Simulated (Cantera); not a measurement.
Mixture: H2 : O2 : N2 = 1 : 0.538 : 2.02 (molar parts), at 3750 Torr, adiabatic and at constant pressure. Ignition delay is the time to a rise of 400 K.

Model: the H2/O2 subset of GRI-Mech 3.0, which has no nitrogen chemistry, integrated in Cantera. The hydrogen kinetics of GRI-Mech 3.0 are dated; newer H2 mechanisms differ, most at raised pressure. Where the delays flatten at high temperature, the 400 K rule measures the pace of heat release, not the induction time.

Question: What does this change do: pressure from 3750 Torr to 750 Torr?

Answer: 
```
quantity           before    after
---------------  --------  -------
delay at 1125 K  0.151 ms  74.2 µs
delay at 1175 K   23.2 µs  54.1 µs
delay at 1225 K   11.9 µs  41.7 µs
delay at 1275 K   7.89 µs  33.6 µs
delay at 1325 K   5.81 µs  28.0 µs
delay at 1375 K   4.54 µs  24.1 µs
delay at 1425 K   3.69 µs  21.3 µs
```

Question: What does this change do: constant volume in place of constant pressure?

Answer: 
```csv
quantity,before,after
delay at 1125 K,0.151 ms,0.150 ms
delay at 1175 K,23.2 µs,22.6 µs
delay at 1225 K,11.9 µs,11.5 µs
delay at 1275 K,7.89 µs,7.58 µs
delay at 1325 K,5.81 µs,5.56 µs
delay at 1375 K,4.54 µs,4.32 µs
delay at 1425 K,3.69 µs,3.49 µs
apparent activation energy between 1325 and 1425 K,71 kJ/mol,73 kJ/mol
```

Question: What does this change do: O2 0.538 to 0.68 parts?

Answer: 
```
quantity                                               before      after
--------------------------------------------------  ---------  ---------
delay at 1125 K                                      0.151 ms   0.140 ms
delay at 1175 K                                       23.2 µs    20.3 µs
delay at 1225 K                                       11.9 µs    10.4 µs
delay at 1275 K                                       7.89 µs    6.91 µs
delay at 1325 K                                       5.81 µs    5.08 µs
delay at 1375 K                                       4.54 µs    3.97 µs
delay at 1425 K                                       3.69 µs    3.23 µs
apparent activation energy between 1325 and 1425 K  71 kJ/mol  71 kJ/mol
```
